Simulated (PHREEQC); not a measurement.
Consider water at 25 °C with 150 mmol/kgw HF, 80 mmol/kgw NH4HF2, 42 mmol/kgw H2SiF6 and 90 mmol/kgw TMAH. Closed to the air; pH follows from the charge balance.

All values are PHREEQC results (ion-association model, phreeqc.dat), not measurements.

Precipitation was switched off in this run.

**Question.** Order these F species by the share of F that they hold, largest first: SiF6-2, HF, F-, HF2-.

**Answer.** SiF6-2 (45 %), HF (33 %), HF2- (13 %), F- (9.5 %)

The pH is 2.46 and the ionic strength 0.216 mol/kgw. Complexes and solids missing from the database can't appear. (CH3)4N+ isn't in the database: it is added as a free cation with an ion size of 4 Å. SiF6-2 is the database's only silicon fluoride.
